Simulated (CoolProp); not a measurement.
Properties of ethane along the isotherm 440.6 K.

Model: reference Helmholtz-energy equation of state, Bücker 2006, in CoolProp.

```tsv
p (MPa)	phase	cv (kJ/(kg K))	viscosity (µPa s)	conductivity (mW/(m K))
2.21	gas	2.091	13.8	43.9
4.43	gas	2.111	14.5	45.4
6.64	supercritical	2.129	15.5	47.2
8.86	supercritical	2.147	16.7	49.5
11.1	supercritical	2.162	18.3	52.3
13.3	supercritical	2.173	20.1	55.4
15.5	supercritical	2.181	22.1	58.7
17.7	supercritical	2.186	24.3	61.9
19.9	supercritical	2.189	26.4	65.1
22.1	supercritical	2.191	28.6	68.1
24.4	supercritical	2.192	30.7	71.0
```

Viscosity comes from a separate model (Friend 1991). Thermal conductivity comes from a separate model (Friend 1991).
